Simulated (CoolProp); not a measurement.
Computed with CoolProp (reference Helmholtz-energy equation of state, Pan 2012).

Task: Give the vapour pressure (MPa), vapour density (kg/m³), liquid cp (kJ/(kg K)), surface tension (mN/m) of saturated R236FA at 297.9, 307.1 K.

Result: 
```
T (K)  p (MPa)  vapour density (kg/m³)  liquid cp (kJ/(kg K))  surface tension (mN/m)
-----  -------  ----------------------  ---------------------  ----------------------
297.9    0.270                    18.2                   1.24                    9.62
307.1    0.363                    24.4                   1.26                    8.53
```

Surface tension comes from a separate correlation (Mulero 2012).
